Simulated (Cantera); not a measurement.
A diamond (100) surface in a fixed gas of H2 with x(CH4) = 0.011, x(H) = 0.031, x(CH3) = 1.4e-05, 37.5 Torr; coverages are run to steady state.

Model: the Harris–Goodwin 1993 mechanism for the reconstructed diamond (100) surface, integrated in Cantera.

θ: site fractions in the mechanism's names (c6HH fully hydrogenated, c6H* and c6*H radical sites, c6** diradical, c6HM methylated).

```json
[
 {"T (K)": "950", "growth (µm/h)": "?", "θ c6HH": "0.643", "θ c6H*": "0.0144", "θ c6*H": "0.335", "θ c6**": "0.00677", "θ c6HM": "0.000306"},
 {"T (K)": "1025", "growth (µm/h)": "?", "θ c6HH": "0.574", "θ c6H*": "0.0209", "θ c6*H": "0.393", "θ c6**": "0.0117", "θ c6HM": "0.000221"},
 {"T (K)": "1100", "growth (µm/h)": "0.529", "θ c6HH": "0.511", "θ c6H*": "0.0282", "θ c6*H": "0.442", "θ c6**": "0.0186", "θ c6HM": "0.000158"},
 {"T (K)": "1175", "growth (µm/h)": "?", "θ c6HH": "0.455", "θ c6H*": "0.0361", "θ c6*H": "0.481", "θ c6**": "0.0276", "θ c6HM": "0.000101"},
 {"T (K)": "1250", "growth (µm/h)": "?", "θ c6HH": "0.406", "θ c6H*": "0.0442", "θ c6*H": "0.511", "θ c6**": "0.0387", "θ c6HM": "4.93e-5"},
 {"T (K)": "1325", "growth (µm/h)": "?", "θ c6HH": "0.363", "θ c6H*": "0.0523", "θ c6*H": "0.533", "θ c6**": "0.0517", "θ c6HM": "1.75e-5"},
 {"T (K)": "1400", "growth (µm/h)": "?", "θ c6HH": "0.326", "θ c6H*": "0.0601", "θ c6*H": "0.547", "θ c6**": "0.0665", "θ c6HM": "5.31e-6"}
]
```

**Question.** What belongs in the gaps?

**Answer.** 
- 950, growth (µm/h): 0.292
- 1025, growth (µm/h): 0.412
- 1175, growth (µm/h): 0.573
- 1250, growth (µm/h): 0.471
- 1325, growth (µm/h): 0.325
- 1400, growth (µm/h): 0.258
